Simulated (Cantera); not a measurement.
# Equilibrium for hydrogen reduction and annealing atmospheres: SiO2 + H2 + N2

Feed: 1 mol SiO2, 3.2 mol H2, 94 mol N2, at 1723 K and 1.00 mbar.

These are equilibrium values from Cantera (NASA tables, ideal gas, pure condensed phases), not measurements of a reactor. Candidate condensed phases: H2O, Si, SiO2, Si2N2O, Si3N4; 35 gas species. The tables hold silica as quartz up to 1696 K and as liquid above; real silica turns to tridymite and cristobalite and melts near 1996 K. The numbers say what is thermodynamically allowed, not how fast it happens.

```json
{
 "x(N2)": "0.963",
 "x(H2)": "0.0287",
 "x(SiO)": "0.00362",
 "x(H2O)": "0.00361",
 "x(H)": "0.000977",
 "x(OH)": "6.74e-6",
 "n(SiO2(condensed))": "0.647 mol",
 "gas_amount": "97.60 mol",
 "log10 activity of Si(l) (absent)": "-7.33"
}
```
